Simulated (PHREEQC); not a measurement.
A solution holds 0.08 mol Na2HPO4 and 0.0018 mol Na3PO4 per kg of water, at 40 °C. Closed to the air; pH follows from the charge balance.

Model: ion-association model, phreeqc.dat, run in PHREEQC.

```json
{
 "pH": "9.74",
 "ionic_strength": "0.238 mol/kgw",
 "specific_conductance": "14800 µS/cm",
 "density": "1.003 g/cm³",
 "total_alkalinity": "83.6 meq/kg"
}
```

```json
[
 {"species": "Na+", "molality": "0.159", "activity": "0.117", "log γ": "-0.135"},
 {"species": "HPO4-2", "molality": "0.0738", "activity": "0.0201", "log γ": "-0.566"},
 {"species": "NaHPO4-", "molality": "0.00625", "activity": "0.00457", "log γ": "-0.137"},
 {"species": "PO4-3", "molality": "0.00164", "activity": "6.57e-5", "log γ": "-1.398"},
 {"species": "OH-", "molality": "0.000232", "activity": "0.000159", "log γ": "-0.163"},
 {"species": "H2PO4-", "molality": "7.48e-5", "activity": "5.46e-5", "log γ": "-0.137"}
]
```

Precipitation was switched off in this run. At this temperature some constants are extrapolated from 25 °C, and those without enthalpy data are left unchanged.
